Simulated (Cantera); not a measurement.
Charge: 1 mol Si, 1.9 mol HCl, 3.1 mol H2, equilibrated at 1523 K and 67000 Pa.

Equilibrium computed with Cantera from the NASA thermochemical tables; the gas is ideal and each condensed phase is pure. Candidate condensed phases: Si; 19 gas species. The tables' values for SiCl3 are old estimates; treat these amounts as uncertain. Kinetics and transport are ignored.

Base state: H2 0.767, HCl 0.126, SiCl2 0.0674, SiCl3 0.0171, SiCl4 0.0129, SiHCl3 0.00883, SiH2Cl2 0.000972, SiH3Cl 3.16e-5 (mole fractions); condensed: Si(s).

Question: What changes in the equilibrium state with this change: pressure from 67000 Pa to 500000 Pa?

Answer: 
```tsv
species	before	after
H2	0.767	0.799
HCl	0.126	0.0927
SiCl2	0.0674	0.0352
SiHCl3	0.00883	0.0253
SiCl4	0.0129	0.0262
SiCl3	0.0171	0.0176
SiH3Cl	3.16e-5	0.000181
SiH2Cl2	0.000972	0.00394
H	2.47e-5	9.24e-6
Si(s), mol	0.480	0.491
```

Question: What changes in the equilibrium state with this change: temperature from 1523 K to 1425 K?

Answer: 
| species | before | after |
|---|---|---|
| H2 | 0.767 | 0.791 |
| HCl | 0.126 | 0.105 |
| SiCl2 | 0.0674 | 0.0424 |
| SiCl4 | 0.0129 | 0.0270 |
| SiHCl3 | 0.00883 | 0.0159 |
| SiCl3 | 0.0171 | 0.0171 |
| H | 2.47e-5 | 7.41e-6 |
| SiH2Cl2 | 0.000972 | 0.00142 |
| Si(s), mol | 0.480 | 0.507 |

Question: What changes in the equilibrium state with this change: temperature from 1523 K to 1375 K?

Answer: 
```json
[
 {"species": "H2", "before": "0.767", "after": "0.805"},
 {"species": "HCl", "before": "0.126", "after": "0.0921"},
 {"species": "SiCl4", "before": "0.0129", "after": "0.0357"},
 {"species": "SiCl2", "before": "0.0674", "after": "0.0304"},
 {"species": "SiHCl3", "before": "0.00883", "after": "0.0199"},
 {"species": "SiCl3", "before": "0.0171", "after": "0.0154"},
 {"species": "H", "before": "2.47e-5", "after": "3.76e-6"},
 {"species": "SiH2Cl2", "before": "0.000972", "after": "0.00164"},
 {"species": "SiH3Cl", "before": "3.16e-5", "after": "3.87e-5"},
 {"species": "Si(s), mol", "before": "0.480", "after": "0.516"}
]
```
